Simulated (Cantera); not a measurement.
A perfectly stirred reactor is fed with 0.305 % CO, 4.44 % O₂, 2.68 % H₂O, 92.6 % N₂, at 0.395 atm; it is held at 1150 K, and followed from long to short residence time.

Detailed kinetics in Cantera: GRI-Mech 3.0 (53 species, 325 reactions).

x: mole fraction; the columns are a selection and need not sum to one.

```tsv
τ (s)	x CO	x O₂	x H₂O	x NO	x H	x N₂O	x OH
0.39	0.000189	0.0430	0.0269	7.99e-9	8.65e-7	1.71e-7	3.52e-5
0.22	0.000274	0.0431	0.0269	6.13e-9	1.48e-6	1.46e-7	4.17e-5
0.12	___	0.0431	0.0268	___	___	___	___
0.070	0.000560	0.0432	0.0268	4.06e-9	4.10e-6	1.01e-7	5.76e-5
0.039	0.000787	0.0433	0.0268	3.55e-9	6.58e-6	8.08e-8	6.68e-5
0.022	0.00107	0.0434	0.0268	3.20e-9	9.94e-6	6.28e-8	7.58e-5
0.013	0.00139	0.0436	0.0268	2.82e-9	1.36e-5	4.78e-8	8.32e-5
0.0071	___	0.0438	0.0268	___	___	___	8.88e-5
```

Q: Fill in the missing entries.

A: 
- 0.12, x CO: 0.000402
- 0.12, x NO: 4.81e-9
- 0.12, x H: 2.57e-6
- 0.12, x N₂O: 1.21e-7
- 0.12, x OH: 4.97e-5
- 0.0071, x CO: 0.00180
- 0.0071, x NO: 2.18e-9
- 0.0071, x H: 1.77e-5
- 0.0071, x N₂O: 3.25e-8
